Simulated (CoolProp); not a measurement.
Vapour-liquid equilibrium of n-heptane (1) + ethylbenzene (2) at 50.85 °C; x and y are mole fractions of (1).

The numbers come from the multi-fluid Helmholtz-energy mixture model, Span 2003 and Zhou 2012; pair parameters Bell 2016 in CoolProp.

Question: Give the bubble pressure and the first vapour's composition at x = 0.275, 0.575, 0.8. Is there an azeotrope?

Answer: x = 0.275: 10.23 kPa, y = 0.641; x = 0.575: 14.37 kPa, y = 0.833; x = 0.8: 17.10 kPa, y = 0.926. No azeotrope shows between x = 0.05 and 0.95.

The pair parameters rest on a limited set of measurements; away from them the model extrapolates.
